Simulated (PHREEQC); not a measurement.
2.4 g of hydrous ferric oxide (600 m²/g; 0.2 weak and 0.005 strong sites per Fe, Dzombak-Morel constants, diffuse double layer) in 1 kg of water with 0.3 mol/kgw of an inert sodium salt and 1.1 mmol/kgw CuSO4, 0.0084 mmol/kgw NiCl2 and 15 mmol/kgw MnCl2, at 25 °C; the pH is set by adding NaOH or the inert anion's acid. The system is closed to oxygen. No CO2 enters from the air. Nothing may precipitate in this run.

Computed with PHREEQC (ion-association model, wateq4f.dat).

```
pH    S sorbed (%)  Cu sorbed (%)  Ni sorbed (%)  Mn sorbed (%)  surface charge σ (C/m²)  surface potential ψ (mV)
----  ------------  -------------  -------------  -------------  -----------------------  ------------------------
3             84.8            0.2            0.0            0.0                    0.244                       101
3.5           84.7            1.5            0.0            0.0                    0.242                       101
4             83.9            8.5            0.0            0.0                    0.237                       100
4.5           81.1           27.1            0.1            0.0                    0.224                        97
5             74.8           68.8            0.3            0.0                    0.203                        92
5.5           64.3           94.2            1.7            0.2                    0.174                        85
6             50.1           99.1            9.7            1.2                    0.144                        76
6.5           37.2           99.8           31.9            4.6                    0.124                        69
7             31.9           99.9           53.7           10.4                    0.126                        70
7.5           26.5           99.7           64.0           14.9                    0.138                        74
8             16.5           98.0           68.2           17.5                    0.147                        77
8.5            7.4           85.1           70.5           19.3                    0.151                        78
9              2.6           41.3           73.5           22.5                    0.147                        77
9.5            0.9            7.6           70.9           24.9                    0.142                        76
10             0.3            0.9           46.2           25.3                    0.140                        75
10.5           0.1            0.1           10.2           25.1                    0.134                        73
11             0.0            0.0            1.0           24.5                    0.122                        69
```

Along this series the solution becomes supersaturated in solids that the run did not let form, among them Pyrochroite, Cu(OH)2, Brochantite, Antlerite, Atacamite. The database's constant for dissolved Cu(OH)2 is higher than later reviews accept. The oxide is taken as insoluble; below pH 4 it would dissolve.
